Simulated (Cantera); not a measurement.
A freely propagating, adiabatic, planar premixed flame of CH₃OH : O₂ : N₂ : H₂O = 1 : 1.25 : 4.75 : 1.1 (molar parts), unburnt at 575 K and 1.01 bar; mixture-averaged transport, grid criteria slope 0.08 and curve 0.16, no radiation.

Cantera simulation using GRI-Mech 3.0 (53 species, 325 reactions); the numbers are that mechanism's predictions, not measurements. GRI-Mech 3.0 was tuned for natural gas; its chemistry of methanol as a main component is partial and can be far from experiment. Burning velocities carry a grid error of a few per cent, more on coarse grids.

```tsv
quantity	before	after
laminar burning velocity	111 cm/s	102 cm/s
thermal thickness	0.292 mm	0.299 mm
peak x(C₂H₆)	1.09e-6	1.09e-6
peak x(CH₂CO)	8.32e-6	8.04e-6
```

**Question.** Name the change that produced these shifts.
(A) N2 4.75 to 3.7 parts
(B) O2 1.25 to 1.6 parts
(C) inlet temperature 575 to 550 K
(D) inlet temperature 575 to 350 K

**Answer.** C, inlet temperature 575 to 550 K
